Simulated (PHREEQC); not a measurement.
Solution (9.9 °C): 0.0002 mol/kgw KHCO3, 4.8e-05 mol/kgw NaF and 0.00014 mol/kgw LiCl. Closed to the air; pH follows from the charge balance.

Model: ion-association model, phreeqc.dat, run in PHREEQC.

No solid was allowed to form.

Problem. Predict the pH, ionic strength.

Solution. pH 8.38; ionic strength 0.000390 mol/kgw.

Problem. In which forms is C present?

Solution. HCO3- 98 %, CO2 1.2 %, CO3-2 0.8 % of the C.

Complexes and solids missing from the database can't appear. Constants without temperature data keep their 25 °C values here.
